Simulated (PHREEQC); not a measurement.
## Brine: speciation

Solution (5 °C): 4.1 mol KCl, 0.048 mol MgSO4 and 0.001 mol H4SiO4 per kg of water. Closed to the air; pH follows from the charge balance.

Model: Pitzer model, pitzer.dat, run in PHREEQC.

Each row changes one thing in this solution. This is a speciation only: nothing precipitates in the calculation.

```json
[
 {"case": "as made", "pH": "6.25", "H3SiO4- (mol/kgw)": "3.59e-7", "HSO4- (mol/kgw)": "6.90e-8", "MgOH+ (mol/kgw)": "1.27e-8", "SI of SiO2(a) (SiO2)": "-0.03", "SI of Epsomite (MgSO4:7H2O)": "-3.13"},
 {"case": "diluted 100-fold with water", "pH": "7.29", "H3SiO4- (mol/kgw)": "1.61e-8", "HSO4- (mol/kgw)": "…", "MgOH+ (mol/kgw)": "1.20e-9", "SI of SiO2(a) (SiO2)": "-2.15", "SI of Epsomite (MgSO4:7H2O)": "-5.31"},
 {"case": "KCl left out", "pH": "6.64", "H3SiO4- (mol/kgw)": "4.63e-7", "HSO4- (mol/kgw)": "1.82e-7", "MgOH+ (mol/kgw)": "1.94e-8", "SI of SiO2(a) (SiO2)": "-0.14", "SI of Epsomite (MgSO4:7H2O)": "-1.84"},
 {"case": "temperature from 5 to 80 °C", "pH": "5.88", "H3SiO4- (mol/kgw)": "1.65e-6", "HSO4- (mol/kgw)": "…", "MgOH+ (mol/kgw)": "1.09e-6", "SI of SiO2(a) (SiO2)": "-0.60", "SI of Epsomite (MgSO4:7H2O)": "-3.93"},
 {"case": "H4SiO4 from 0.001 to 0.0001 mol/kgw", "pH": "6.68", "H3SiO4- (mol/kgw)": "9.63e-8", "HSO4- (mol/kgw)": "2.57e-8", "MgOH+ (mol/kgw)": "3.42e-8", "SI of SiO2(a) (SiO2)": "…", "SI of Epsomite (MgSO4:7H2O)": "-3.13"}
]
```

Task: What belongs in the gaps?

Result: 
- diluted 100-fold with water, HSO4- (mol/kgw): 7.19e-10
- temperature from 5 to 80 °C, HSO4- (mol/kgw): 1.97e-6
- H4SiO4 from 0.001 to 0.0001 mol/kgw, SI of SiO2(a) (SiO2): -1.03

Some of these states are supersaturated (in Sylvite, for instance). In brines, pH and single-ion activities rest on the MacInnes convention. Constants without temperature data keep their 25 °C values here.
